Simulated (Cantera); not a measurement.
**Low-pressure radical oxidation in H2/O2**

A perfectly stirred reactor is fed with 7.87 % H2, 90.4 % O2, 1.72 % H2O, at 0.0267 bar; it is held at 1125 K, and followed from long to short residence time.

Detailed kinetics in Cantera: GRI-Mech 3.0 (53 species, 325 reactions). Radical loss at walls, strong at low pressure, is not modelled. The temperature is held fixed by assumption; the heat of reaction is taken as removed at once.

```tsv
τ (s)	x H2	x O2	x H2O	x OH	x O	x H2O2
2.5	0.000135	0.900	0.0993	0.000475	0.000479	1.96e-7
0.74	0.000285	0.899	0.0990	0.000718	0.00106	2.62e-7
0.22	0.000587	0.897	0.0983	0.00109	0.00230	3.33e-7
0.068	0.00117	0.895	0.0969	0.00164	0.00470	4.02e-7
0.020	0.00237	0.889	0.0940	0.00250	0.00927	4.72e-7
0.0062	0.00467	0.881	0.0883	0.00363	0.0157	5.36e-7
0.0019	0.00956	0.872	0.0786	0.00495	0.0215	6.21e-7
0.00056	0.0213	0.872	0.0637	0.00600	0.0208	7.39e-7
0.00017	0.0479	0.885	0.0404	0.00487	0.0115	5.96e-7
```
x: mole fraction; the columns are a selection and need not sum to one.
